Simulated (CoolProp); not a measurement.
Vapour-liquid equilibrium of ethane (1) + C3F8 (R218) (2) at 9.95 °C; x and y are mole fractions of (1).

The numbers come from the multi-fluid Helmholtz-energy mixture model, Bücker 2006 and Lemmon 2006; pair parameters Bell 2016 in CoolProp.

Problem. Give the bubble pressure and the first vapour's composition at x = 0.2, 0.275, 0.575. Is there an azeotrope?

Solution. x = 0.2: 1257 kPa, y = 0.559; x = 0.275: 1490 kPa, y = 0.636; x = 0.575: 2210 kPa, y = 0.792. No azeotrope shows between x = 0.05 and 0.95.

Pair parameters are fitted to limited data, so mixtures are less certain than the pure fluids.
